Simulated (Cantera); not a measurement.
An adiabatic, constant-pressure homogeneous reactor starts with 6.15 % CH4, 0.800 % CO, 14.1 % O2, 75.0 % N2, 3.94 % H2O, equivalence ratio 0.90, at 1100 K and 10.0 bar.

Computed with Cantera and GRI-Mech 3.0 (53 species, 325 reactions).

**Question.** Predict: time of steepest temperature rise; temperature at 0.200 s; equilibrium temperature; x(CO) at 0.200 s; x(O2) at 0.200 s; x(H) at 0.200 s.

**Answer.** 
```json
{
  "time_of_steepest_temperature_rise": "28.5 ms",
  "temperature at 0.200 s": "2363 K",
  "equilibrium_temperature": "2363 K",
  "x(CO) at 0.200 s": "0.00317 (gas-phase equilibrium 0.00317)",
  "x(O2) at 0.200 s": "0.0130 (gas-phase equilibrium 0.0130)",
  "x(H) at 0.200 s": "0.000154 (gas-phase equilibrium 0.000154)"
}
```
